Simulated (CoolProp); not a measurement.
The numbers come from the reference Helmholtz-energy equation of state, Thol 2016 in CoolProp.

For hexamethyldisiloxane (MM), give the phase and the cv (kJ/(kg K)), Joule-Thomson coefficient (K/MPa), isothermal compressibility (1/MPa), fugacity coefficient at 176.15 °C and 0.206 MPa.


- 176.15 °C and 0.206 MPa: gas; cv 1.86, Joule-Thomson coefficient 14.5, isothermal compressibility 5.22, fugacity coefficient 0.938
